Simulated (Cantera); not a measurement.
Charge: 1 mol Ta2O5, 0.37 mol H2, 0.039 mol H2O, held at 1723 K and 1330 Pa.

Method: chemical equilibrium by Gibbs-energy minimisation in Cantera with the NASA 1993 tables (ideal gas, pure condensed phases). Candidate condensed phases: H2O, Ta, Ta2O5; 12 gas species. Kinetics and transport are ignored.

Base state: H2 0.903, H2O 0.0953, H 0.00150 (mole fractions); condensed: Ta2O5(s).

Question: What changes in the equilibrium state with this change: pressure from 1330 Pa to 13300 Pa?

Answer: 
| species | before | after |
|---|---|---|
| H2 | 0.903 | 0.904 |
| H2O | 0.0953 | 0.0953 |
| H | 0.00150 | 0.000475 |
| Ta2O5(s), mol | 1.00 | 1.00 |

Question: What changes in the equilibrium state with this change: temperature from 1723 K to 2150 K?

Answer: 
| species | before | after |
|---|---|---|
| H2 | 0.903 | 0.872 |
| H2O | 0.0953 | 0.0933 |
| H | 0.00150 | 0.0341 |
| TaO2 | 1.83e-8 | 0.000135 |
| O | 1.15e-8 | 1.30e-5 |
| OH | 8.68e-6 | 0.000471 |
| Ta2O5(s), mol | 1.00 | 0 |
| Ta2O5(l), mol | 0 | 1.000 |
